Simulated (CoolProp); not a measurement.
Properties of carbonyl sulfide along the isobar 1.01 bar (Tc = 105.6 °C, pc = 63.69 bar, ω = 0.098).

Model: reference Helmholtz-energy equation of state, Lemmon 2006, in CoolProp. It is a short technical equation, of lower accuracy than the large ones.

```tsv
T (°C)	phase	cp (kJ/(kg K))	cv (kJ/(kg K))
-22.15	gas	0.6670	0.5165
-2.35	gas	0.6810	0.5335
17.35	gas	0.6954	0.5499
37.15	gas	0.7098	0.5656
56.85	gas	0.7235	0.5804
76.55	gas	0.7367	0.5943
96.35	gas	0.7491	0.6074
116.05	gas	0.7609	0.6196
135.85	gas	0.7720	0.6311
155.55	gas	0.7824	0.6418
175.25	gas	0.7923	0.6519
195.05	gas	0.8017	0.6616
214.75	gas	0.8106	0.6706
```
